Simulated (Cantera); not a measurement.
Feed: 1 mol CH₃SiH₃, 35 mol H₂, held at 1373 K and 300 Pa.

Cantera equilibrium calculation (NASA polynomials, part measured and part estimated; ideal gas, pure solids and liquids). Candidate condensed phases: C, C₆H₆, C₇H₈, C₈H₁₈, Si, SiC; 87 gas species. The feed counts by its element totals alone. The numbers say what is thermodynamically allowed, not how fast it happens.

Base state: H₂ 1.000, H 6.08e-5 (mole fractions); condensed: SiC(s).

Question: What changes in the equilibrium state with this change: temperature from 1373 K to 1975 K?

Answer: 
| species | before | after |
|---|---|---|
| H₂ | 1.000 | 0.974 |
| H | 6.08e-5 | 0.0247 |
| Si | 5.04e-8 | 0.000704 |
| C₂H₂ (acetylene) | <1e-9 | 0.000369 |
| Si₂C | <1e-9 | 1.73e-5 |
| SiC₂ | <1e-9 | 1.51e-5 |
| SiC(s), mol | 1.000 | 0.970 |
